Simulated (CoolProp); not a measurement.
Ethylene along the isotherm 26.35 °C: fugacity coefficient from the reference equation and from simpler models built on Tc = 9.2 °C, pc = 5.042 MPa, ω = 0.087; each cubic takes its own stable root.

Computed with CoolProp (reference Helmholtz-energy equation of state, Smukala 2000).

| p (MPa) | phase | reference | Soave-Redlich-Kwong | Peng-Robinson |
|---|---|---|---|---|
| 2.8 | gas | 0.8480 | 0.8471 | 0.8308 |
| 5.6 | supercritical | 0.6998 | 0.7001 | 0.6750 |
| 8.4 | supercritical | 0.5518 | 0.5594 | 0.5331 |
| 11.2 | supercritical | 0.4568 | 0.4694 | 0.4431 |
| 14 | supercritical | 0.3995 | 0.4144 | 0.3876 |
| 16.8 | supercritical | 0.3621 | 0.3783 | 0.3508 |
| 19.6 | supercritical | 0.3364 | 0.3536 | 0.3251 |
| 22.4 | supercritical | 0.3183 | 0.3361 | 0.3066 |
| 25.2 | supercritical | 0.3053 | 0.3238 | 0.2930 |
